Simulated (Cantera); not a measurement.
Cantera with NASA thermochemical tables; ideal gases at 1 bar, condensed phases pure. Values are per mole of reaction as written; species without (g) are pure solids or liquids, kept so even where they would boil at 1 bar.

2 Al + 6 Cl(g) → Al₂Cl₆(g)

```
T (K)  ΔH° (kJ)  ΔS° (J/K)  ΔG° (kJ)  log10 K
-----  --------  ---------  --------  -------
2300    -2072.6     -627.6    -629.0    14.29
2325    -2072.8     -627.7    -613.3    13.78
2350    -2073.0     -627.8    -597.7    13.28
2375    -2073.2     -627.9    -582.0    12.80
2400    -2073.4     -628.0    -566.3    12.32
2425          …          …         …        …
2450    -2073.8     -628.1    -534.9    11.40
2475    -2074.0     -628.2    -519.2    10.96
2500    -2074.2     -628.3    -503.4    10.52
2525          …          …         …        …
2550          …          …         …        …
```

Question: Some entries are withheld; supply them.

Answer: 
- 2425, ΔH° (kJ): -2073.6
- 2425, ΔS° (J/K): -628.1
- 2425, ΔG° (kJ): -550.6
- 2425, log10 K: 11.86
- 2525, ΔH° (kJ): -2074.4
- 2525, ΔS° (J/K): -628.4
- 2525, ΔG° (kJ): -487.7
- 2525, log10 K: 10.09
- 2550, ΔH° (kJ): -2074.6
- 2550, ΔS° (J/K): -628.5
- 2550, ΔG° (kJ): -472.0
- 2550, log10 K: 9.67
